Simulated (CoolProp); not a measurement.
Properties of R1336mzz(E) along the isotherm 136.85 °C.

Values from CoolProp's reference Helmholtz-energy equation of state, Akasaka 2023.

| p (MPa) | phase | Z | cp (kJ/(kg K)) | cv (kJ/(kg K)) | speed of sound (m/s) | isothermal compressibility (1/MPa) |
|---|---|---|---|---|---|---|
| 0.633 | gas | 0.9189 | 0.9479 | 0.8701 | 138.0 | 1.726 |
| 1.27 | gas | 0.8277 | 1.013 | 0.8859 | … | 0.9722 |
| 1.9 | gas | 0.7224 | 1.137 | 0.9067 | 112.6 | 0.7821 |
| 2.53 | gas | 0.5852 | … | 0.9387 | 95.25 | 0.8533 |
| 3.17 | supercritical | 0.2831 | … | 1.006 | 77.29 | … |
| 3.8 | supercritical | 0.2348 | 2.061 | 0.9748 | 125.4 | 0.1727 |
| 4.43 | supercritical | 0.2539 | 1.691 | 0.9642 | 156.1 | 0.08575 |
| 5.07 | supercritical | 0.2780 | 1.552 | … | … | 0.05722 |
| 5.7 | supercritical | … | 1.477 | … | 198.8 | 0.04328 |

Task: Complete the blanks.

Result: 
- 1.27, speed of sound (m/s): 126.2
- 2.53, cp (kJ/(kg K)): 1.512
- 3.17, cp (kJ/(kg K)): 7.189
- 3.17, isothermal compressibility (1/MPa): 2.221
- 5.07, cv (kJ/(kg K)): 0.9579
- 5.07, speed of sound (m/s): 179.6
- 5.7, Z: 0.3029
- 5.7, cv (kJ/(kg K)): 0.9536

The peak of cp marks the crossing from liquid-like to gas-like fluid above the critical point.
